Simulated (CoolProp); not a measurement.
Properties of carbon dioxide at several states (Tc = 304.1 K, pc = 7.377 MPa, ω = 0.224).

Values from CoolProp's reference Helmholtz-energy equation of state, Span 1996.

```
T (K)  p (MPa)   phase       Z  expansivity (1/kK)  conductivity (mW/(m K))
-----  -------  ------  ------  ------------------  -----------------------
263.8     3.16  liquid     [?]                 [?]                      [?]
280.2     20.2  liquid  0.3842               4.094                      [?]
995       1.27     gas   1.003               1.009                      [?]
670.7   0.0304     gas  1.0000               1.492                     46.5
476     0.0114     gas  0.9999               2.102                     30.9
700.8     5.22     gas  0.9997               1.508                     50.4
```

Task: What belongs in the gaps?

Result: 
- 263.8, Z: 0.06454
- 263.8, expansivity (1/kK): 5.687
- 263.8, conductivity (mW/(m K)): 121
- 280.2, conductivity (mW/(m K)): 125
- 995, conductivity (mW/(m K)): 70.7

Thermal conductivity comes from a separate model (Huber 2016).
